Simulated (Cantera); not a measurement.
Input: 1 mol FeS2, 1.8 mol O2, 0.053 mol CO2, 1.3 mol SO3, held at 502 °C and 3.00 bar.

Method: chemical equilibrium by Gibbs-energy minimisation in Cantera with the NASA 1993 tables (ideal gas, pure condensed phases). Candidate condensed phases: C, Fe, Fe(CO)5, FeO, FeS, FeSO4, FeS2, Fe2O3, Fe2(SO4)3, Fe3O4, S; 25 gas species. Gases not in the tables: S3 to S7. Kinetics and transport are ignored.

Base state: SO2 0.983, CO2 0.0166, S2 0.000460, S2O 0.000274 (mole fractions); condensed: FeS2(s) + Fe3O4(s).

What changes in the equilibrium state with this change: pressure from 3.00 bar to 0.0260 bar?


```json
[
 {"species": "SO2", "before": "0.983", "after": "0.978"},
 {"species": "CO2", "before": "0.0166", "after": "0.0166"},
 {"species": "S2", "before": "0.000460", "after": "0.00493"},
 {"species": "S2O", "before": "0.000274", "after": "0.000494"},
 {"species": "FeS2(s), mol", "before": "0.0797", "after": "0.0685"},
 {"species": "Fe3O4(s), mol", "before": "0.307", "after": "0.310"}
]
```

What changes in the equilibrium state with this change: temperature from 502 °C to 575 °C?


| species | before | after |
|---|---|---|
| SO2 | 0.983 | 0.980 |
| CO2 | 0.0166 | 0.0166 |
| S2 | 0.000460 | 0.00260 |
| S2O | 0.000274 | 0.000950 |
| FeS2(s), mol | 0.0797 | 0.0733 |
| Fe3O4(s), mol | 0.307 | 0.309 |
